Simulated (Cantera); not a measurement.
## Thermodynamics of fluorocarbon and chlorocarbon gases, feed c-C4F8 + HCl + H2

Feed: 1 mol c-C4F8, 2 mol HCl, 3 mol H2, equilibrated at 2323.15 K.

Equilibrium computed with Cantera from the NASA thermochemical tables; the gas is ideal and each condensed phase is pure. Candidate condensed phases: C, C6H6, C7H8, C8H18; 118 gas species. The feed counts by its element totals alone. Gases not in the tables: C2F6 and larger saturated fluorocarbons. The numbers say what is thermodynamically allowed, not how fast it happens.

From 1.00 Pa to 100000 Pa the condensed part is C(graphite). The main C-bearing gas is C3 at 1.00 Pa and CF2 at 100000 Pa.

```csv
P (Pa),x HF,x Cl,x F,x H,x HCl,x CF2,x CF4,x Cl2,n C(graphite)
1,0.620,0.178,0.0977,0.0960,0.00200,4.10e-5,1.38e-12,6.89e-8,3.88
4.20,0.706,0.186,0.0530,0.0480,0.00439,5.06e-5,8.82e-12,3.15e-7,3.97
18,0.752,0.187,0.0300,0.0210,0.00831,6.96e-5,7.16e-11,1.38e-6,3.99
75,0.773,0.186,0.0203,0.00767,0.0125,0.000133,1.09e-9,5.64e-6,3.99
320,0.781,0.184,0.0167,0.00221,0.0153,0.000382,3.84e-8,2.37e-5,3.99
1300,0.783,0.183,0.0149,0.000610,0.0170,0.00124,1.65e-6,9.47e-5,3.98
5600,0.783,0.180,0.0124,0.000171,0.0202,0.00368,6.24e-5,0.000394,3.96
24000,0.782,0.171,0.00844,5.84e-5,0.0281,0.00734,0.00106,0.00153,3.91
100000,0.779,0.150,0.00443,2.66e-5,0.0466,0.00843,0.00582,0.00488,3.85
```
x: gas mole fraction; n: condensed amount in mol.
